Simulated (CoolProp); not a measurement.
Model: reference Helmholtz-energy equation of state, Lemmon 2006, in CoolProp. It is a short technical equation, of lower accuracy than the large ones.

Q: Give the vapour pressure (MPa), vapour density (kg/m³) of saturated nitrous oxide at -59.25, -51.15, -38.95 °C.

A: 
```csv
T (°C),p (MPa),vapour density (kg/m³)
-59.25,0.444,11.9
-51.15,0.619,16.3
-38.95,0.974,25.3
```
